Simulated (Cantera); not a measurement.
A perfectly stirred reactor is fed with H2 : O2 : H2O = 0.057 : 1 : 0.043 (molar parts), equivalence ratio 0.029, at 0.00520 bar; it is held at 1098 K, and followed from long to short residence time.

Detailed kinetics in Cantera: the H2/O2 subset of GRI-Mech 3.0, which has no nitrogen chemistry. Radical loss at walls, strong at low pressure, is not modelled. The temperature is held fixed by assumption; the heat of reaction is taken as removed at once.

x: mole fraction; the columns are a selection and need not sum to one.

| τ (s) | x H2 | x O2 | x O | x H | x H2O2 | x H2O | x OH |
|---|---|---|---|---|---|---|---|
| 25 | 7.03e-5 | 0.906 | 0.000647 | 4.22e-5 | 4.60e-8 | 0.0929 | 0.000490 |
| 10 | 0.000125 | 0.905 | 0.00118 | 0.000104 | 5.46e-8 | 0.0927 | 0.000664 |
| 4.4 | ___ | 0.904 | ___ | ___ | ___ | 0.0924 | ___ |
| 1.8 | 0.000357 | 0.903 | 0.00350 | 0.000543 | 6.78e-8 | 0.0919 | 0.00116 |
| 0.76 | 0.000595 | 0.900 | 0.00584 | 0.00119 | 7.22e-8 | 0.0910 | 0.00152 |
| 0.32 | 0.000977 | 0.896 | 0.00931 | 0.00246 | 7.49e-8 | 0.0894 | 0.00196 |
| 0.13 | 0.00161 | 0.890 | 0.0139 | 0.00468 | 7.71e-8 | 0.0870 | 0.00247 |
| 0.055 | 0.00257 | 0.885 | 0.0181 | 0.00744 | 8.12e-8 | 0.0840 | 0.00299 |
| 0.023 | ___ | 0.881 | 0.0204 | ___ | ___ | 0.0803 | ___ |
| 0.0096 | 0.00757 | 0.881 | 0.0199 | 0.0116 | 1.10e-7 | 0.0757 | 0.00406 |
| 0.0040 | 0.0141 | 0.884 | 0.0167 | 0.0113 | 1.33e-7 | 0.0691 | 0.00443 |

Question: Some entries are withheld; supply them.

Answer: 
- 4.4, x H2: 0.000208
- 4.4, x O: 0.00200
- 4.4, x H: 0.000232
- 4.4, x H2O2: 6.15e-8
- 4.4, x OH: 0.000869
- 0.023, x H2: 0.00428
- 0.023, x H: 0.0101
- 0.023, x H2O2: 9.12e-8
- 0.023, x OH: 0.00352
